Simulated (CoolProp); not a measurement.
Aqueous propylene glycol as a coolant, at 11 °C, 1 atm.

Values from CoolProp's Melinder's fits for secondary coolants.

```json
[
 {"mass %": "3.6", "freezing point (°C)": "-0.8", "density (kg/m³)": "1003", "viscosity (mPa s)": "1.48", "conductivity (W/(m K))": "0.564", "Prandtl number": "10.8"},
 {"mass %": "9.6", "freezing point (°C)": "-2.7", "density (kg/m³)": "1008", "viscosity (mPa s)": "1.85", "conductivity (W/(m K))": "0.533", "Prandtl number": "14.1"},
 {"mass %": "15.6", "freezing point (°C)": "-5.1", "density (kg/m³)": "1013", "viscosity (mPa s)": "2.32", "conductivity (W/(m K))": "0.504", "Prandtl number": "18.5"},
 {"mass %": "21.7", "freezing point (°C)": "-8.0", "density (kg/m³)": "1019", "viscosity (mPa s)": "2.97", "conductivity (W/(m K))": "0.475", "Prandtl number": "24.6"},
 {"mass %": "27.7", "freezing point (°C)": "-11.4", "density (kg/m³)": "___", "viscosity (mPa s)": "3.84", "conductivity (W/(m K))": "___", "Prandtl number": "33.2"},
 {"mass %": "33.7", "freezing point (°C)": "-15.3", "density (kg/m³)": "1031", "viscosity (mPa s)": "5.01", "conductivity (W/(m K))": "0.421", "Prandtl number": "44.9"},
 {"mass %": "39.8", "freezing point (°C)": "-20.4", "density (kg/m³)": "1037", "viscosity (mPa s)": "___", "conductivity (W/(m K))": "0.395", "Prandtl number": "60.9"},
 {"mass %": "45.8", "freezing point (°C)": "-26.7", "density (kg/m³)": "1042", "viscosity (mPa s)": "8.44", "conductivity (W/(m K))": "0.371", "Prandtl number": "81.3"},
 {"mass %": "51.8", "freezing point (°C)": "-34.9", "density (kg/m³)": "1046", "viscosity (mPa s)": "10.8", "conductivity (W/(m K))": "0.348", "Prandtl number": "107"}
]
```

Problem. Fill in the missing entries.

Solution. 
- 27.7, density (kg/m³): 1025
- 27.7, conductivity (W/(m K)): 0.447
- 39.8, viscosity (mPa s): 6.54
